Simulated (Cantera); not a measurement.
A closed system holds: 1 mol Si, a varied amount of F₂, 87 mol H₂, equilibrated at 2.50 Pa.

Method: chemical equilibrium by Gibbs-energy minimisation in Cantera with the NASA 1993 tables (ideal gas, pure condensed phases). Candidate condensed phases: Si; 25 gas species. The tables' values for SiF₂, SiF₃ are old estimates. Rates play no part.

Stable condensed phases, one row left out:

```
T in K \ n(F₂) in mol
         0.69  1.3  1.9  2.5  3.1  3.7  4.3  4.9  5.5  6.1  6.7
   1773     A    A    A    A    A    A    A    A    A    A    A
   1673     A    A    A    A    A    A    A    A    A    A    A
   1573     B    A    A    A    A    A    A    A    A    A    A
   1473     B    A    A    A    A    A    A    A    A    A    A
   1273     B    B    A    A    A    A    A    A    A    A    A
   1173     B    B    A    A    A    A    A    A    A    A    A
   1073     B    B    B    A    A    A    A    A    A    A    A
    973     B    B    B    A    A    A    A    A    A    A    A
    873     B    B    B    A    A    A    A    A    A    A    A
    773     B    B    B    A    A    A    A    A    A    A    A
    673     B    B    B    A    A    A    A    A    A    A    A
```

A: gas only; B: Si.

Problem. Give the row for 1373 K.

Solution. 0.69: Si; 1.3: Si; 1.9: gas only; 2.5: gas only; 3.1: gas only; 3.7: gas only; 4.3: gas only; 4.9: gas only; 5.5: gas only; 6.1: gas only; 6.7: gas only.
